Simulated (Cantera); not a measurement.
**Adiabatic ignition**

An adiabatic, constant-volume homogeneous reactor starts with 12.6 % CH4, 15.8 % O2, 59.3 % N2, 12.4 % H2O, equivalence ratio 1.6, at 1223 K and 5.00 bar.

Detailed kinetics in Cantera: GRI-Mech 3.0 (53 species, 325 reactions).

| t (s) | T (K) | P (bar) | x CH4 | x O2 | x H2O | x O | x CO | x CH3 | x H2O2 |
|---|---|---|---|---|---|---|---|---|---|
| 4.00e-6 | 1223 | 5.00 | 0.126 | 0.158 | 0.124 | 7.00e-12 | <1e-12 | 2.96e-8 | 2.90e-10 |
| 1.98e-5 | 1223 | 5.00 | 0.126 | 0.158 | 0.124 | 2.78e-11 | 3.08e-12 | 1.58e-7 | 5.69e-9 |
| 9.76e-5 | 1223 | 5.00 | 0.126 | 0.158 | 0.124 | 1.93e-10 | 5.66e-10 | 1.16e-6 | 5.84e-8 |
| 0.000482 | 1223 | 5.00 | 0.126 | 0.158 | 0.124 | 1.17e-9 | 2.04e-7 | 6.91e-6 | 1.33e-7 |
| 0.00238 | 1224 | 5.01 | 0.126 | 0.157 | 0.124 | 2.16e-9 | 1.73e-5 | 1.03e-5 | 3.34e-7 |
| 0.0118 | 2658 | 11.9 | 6.08e-11 | 9.38e-5 | 0.248 | 8.50e-5 | 0.0813 | 4.89e-11 | 8.04e-8 |
| 0.0581 | 2657 | 11.9 | 6.10e-11 | 9.34e-5 | 0.247 | 8.46e-5 | 0.0813 | 4.90e-11 | 8.01e-8 |
| 0.287 | 2657 | 11.9 | 6.10e-11 | 9.34e-5 | 0.247 | 8.46e-5 | 0.0813 | 4.90e-11 | 8.01e-8 |
| 1.42 | 2657 | 11.9 | 6.10e-11 | 9.34e-5 | 0.247 | 8.46e-5 | 0.0813 | 4.90e-11 | 8.01e-8 |
| 7.00 | 2657 | 11.9 | 6.10e-11 | 9.34e-5 | 0.247 | 8.46e-5 | 0.0813 | 4.90e-11 | 8.01e-8 |
x: mole fraction; the columns are a selection and need not sum to one.

```yaml
time_of_steepest_temperature_rise: 10.6 ms
temperature at 7.00 s: 2657 K
equilibrium_temperature: 2657 K
x(CH4) at 7.00 s: 6.10e-11 (gas-phase equilibrium 6.92e-11)
x(O2) at 7.00 s: 9.34e-5 (gas-phase equilibrium 9.34e-5)
x(H2O) at 7.00 s: 0.247 (gas-phase equilibrium 0.247)
```
